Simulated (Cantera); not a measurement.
Mixture: CH4 : O2 : N2 = 1 : 1.18 : 4.42 (molar parts), equivalence ratio 1.7, at 21.0 bar, adiabatic and at constant volume. Ignition delay is the time to a rise of 400 K.

Cantera simulation using GRI-Mech 3.0 (53 species, 325 reactions); the numbers are that mechanism's predictions, not measurements. The pressure lies above the range GRI-Mech 3.0 was tuned for (to about 10 atm).

Problem. What does this change do: pressure from 21.0 bar to 5.80 bar?

Solution. 
```json
[
 {"quantity": "delay at 1323 K", "before": "0.625 ms", "after": "2.36 ms"},
 {"quantity": "delay at 1423 K", "before": "0.227 ms", "after": "0.772 ms"},
 {"quantity": "delay at 1523 K", "before": "88.4 µs", "after": "0.274 ms"},
 {"quantity": "delay at 1623 K", "before": "36.6 µs", "after": "0.106 ms"},
 {"quantity": "delay at 1723 K", "before": "16.1 µs", "after": "45.1 µs"},
 {"quantity": "delay at 1823 K", "before": "7.63 µs", "after": "21.3 µs"},
 {"quantity": "delay at 1923 K", "before": "3.91 µs", "after": "11.2 µs"},
 {"quantity": "apparent activation energy between 1723 and 1923 K", "before": "200 kJ/mol", "after": "190 kJ/mol"}
]
```

Problem. What does this change do: N2 4.42 to 11 parts?

Solution. 
```tsv
quantity	before	after
delay at 1323 K	0.625 ms	1.59 ms
delay at 1423 K	0.227 ms	0.594 ms
delay at 1523 K	88.4 µs	0.230 ms
delay at 1623 K	36.6 µs	91.4 µs
delay at 1723 K	16.1 µs	38.0 µs
delay at 1823 K	7.63 µs	17.0 µs
delay at 1923 K	3.91 µs	8.31 µs
apparent activation energy between 1723 and 1923 K	200 kJ/mol	210 kJ/mol
```
